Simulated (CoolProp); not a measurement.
The fluid at 422.46 K and 0.0456 MPa flows at 0.17 m/s in a round tube of 12.7 mm bore and 15 µm roughness, fully developed (64/Re and Nu = 3.66 if laminar; Colebrook and Gnielinski if turbulent). The same conditions are run with several fluids, on thermodynamics alone (safety and materials aside).

The numbers come from the reference Helmholtz-energy equation of state of each fluid (o-xylene: Zhou 2012; ethylbenzene: Zhou 2012; ethane: Bücker 2006; CH2F2 (R32): Tillner-Roth 1997; R143a: Lemmon and Jacobsen 2000) in CoolProp.

Rank o-xylene, ethylbenzene, ethane, CH2F2 (R32), R143a by Reynolds number, highest first.

o-xylene (333), ethylbenzene (309), R143a (152), CH2F2 (R32) (78.0), ethane (65.9)

| fluid | Darcy friction factor | pressure drop (Pa/m) | heat-transfer coefficient (W/(m² K)) | mass flow (kg/h) |
|---|---|---|---|---|
| o-xylene | 0.192 | 0.308 | 7.06 | 0.109 |
| ethylbenzene | 0.207 | 0.331 | 5.95 | 0.109 |
| ethane | 0.971 | 0.432 | 11.4 | 0.0303 |
| CH2F2 (R32) | 0.820 | 0.631 | 7.25 | 0.0524 |
| R143a | 0.421 | 0.523 | 8.13 | 0.0848 |

Transport values come from each fluid's own correlations; those of ethylbenzene, CH2F2 (R32), R143a are estimates that may be off by 10 % or more.
